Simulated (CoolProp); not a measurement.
A single-stage vapour-compression cycle with vinyl chloride: evaporating at 256.15 K (dew point), condensing at 294.15 K (bubble point), superheat 8 K, subcooling 5 K, compressor efficiency 0.65, no pressure losses. Each further row changes one setting.

Model: reference Helmholtz-energy equation of state, Thol 2022, in CoolProp.

```csv
case,cooling COP,pressure ratio,discharge temperature (K),refrigerating effect (kJ/kg),volumetric capacity (kJ/m³)
as stated,3.93,3.93,358.0,315,817
evaporating temperature 261.15 K,4.69,[?],[?],318,[?]
condensing temperature 289.15 K,4.60,3.36,347.1,322,837
subcooling 10 K,4.02,3.93,358.0,322,837
superheat 18 K,[?],3.93,369.3,[?],[?]
compressor efficiency 0.55,[?],3.93,[?],315,817
```

**Question.** Complete the blanks.

**Answer.** 
- evaporating temperature 261.15 K, pressure ratio: 3.20
- evaporating temperature 261.15 K, discharge temperature (K): 349.2
- evaporating temperature 261.15 K, volumetric capacity (kJ/m³): 1000
- superheat 18 K, cooling COP: 3.88
- superheat 18 K, refrigerating effect (kJ/kg): 323
- superheat 18 K, volumetric capacity (kJ/m³): 806
- compressor efficiency 0.55, cooling COP: 3.32
- compressor efficiency 0.55, discharge temperature (K): 372.4
